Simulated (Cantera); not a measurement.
Feed: 1 mol CH3SiCl3, 0.29 mol C3H8, 4.6 mol H2, equilibrated at 627 °C and 110 Pa.

Cantera equilibrium calculation (NASA polynomials, part measured and part estimated; ideal gas, pure solids and liquids). Candidate condensed phases: C, C6H6, C7H8, C8H18, Si, SiC; 109 gas species. The feed counts by its element totals alone. The tables' values for SiCl3 are old estimates; treat these amounts as uncertain. Rates play no part.

Base state: H2 0.782, HCl 0.171, SiCl4 0.0463, SiHCl3 0.000601, CH4 0.000210, SiCl3 8.53e-5 (mole fractions); condensed: C(graphite) + SiC(s).

What changes in the equilibrium state with this change: temperature from 627 °C to 675 °C?


| species | before | after |
|---|---|---|
| H2 | 0.782 | 0.747 |
| HCl | 0.171 | 0.220 |
| SiCl4 | 0.0463 | 0.0331 |
| SiCl2 | 7.48e-6 | 2.37e-5 |
| CH4 | 0.000210 | 0.000105 |
| C(graphite), mol | 1.26 | 1.16 |
| SiC(s), mol | 0.607 | 0.714 |
